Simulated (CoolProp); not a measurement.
n-perfluorohexane along the isobar 2.72 MPa: density (kg/m³) from the reference equation and from simpler models built on Tc = 448.0 K, pc = 1.742 MPa, ω = 0.497; each cubic takes its own stable root.

Values from CoolProp's reference Helmholtz-energy equation of state, Gao 2022.

```
T (K)          phase  reference  Redlich-Kwong  Peng-Robinson
-----  -------------  ---------  -------------  -------------
389.4         liquid       1394           1112           1339
395.5         liquid       1369           1089           1308
401.5         liquid       1343           1065           1276
407.6         liquid       1315           1040           1241
413.6         liquid       1286           1014           1205
419.7         liquid       1254          986.1           1165
425.8         liquid       1220          957.1           1122
431.8         liquid       1183          927.0           1076
437.9         liquid       1141          894.6           1024
443.9         liquid       1095          860.5          969.0
450    supercritical       1040          823.4          906.2
```
